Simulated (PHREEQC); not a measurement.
Make-up at 60 °C: 0.23 mol HCl, 0.00013 mol Al2(SO4)3 and 0.00019 mol MnSO4 per kg of water. Closed to the air; pH follows from the charge balance.

The numbers come from PHREEQC with the ion-association model, phreeqc.dat.

Each row changes one thing in this solution. Precipitation was switched off in this run.

```
case                                      pH  HSO4- (mol/kgw)  SO4-2 (mol/kgw)
--------------------------------------  ----  ---------------  ---------------
as made                                 0.75         0.000541          3.73e-5
MnSO4 from 0.00019 to 0.000209 mol/kgw  0.75         0.000558          3.85e-5
Al2(SO4)3 left out                      0.75         0.000178          1.22e-5
diluted 10-fold with water              1.70          4.29e-5          1.47e-5
temperature from 60 to 75 °C            0.75         0.000552          2.62e-5
MnSO4 left out                          0.75         0.000364          2.51e-5
0.071 mol/kgw Ca(NO3)2 added            0.76         0.000425          3.89e-5
```

Constants without temperature data keep their 25 °C values here.
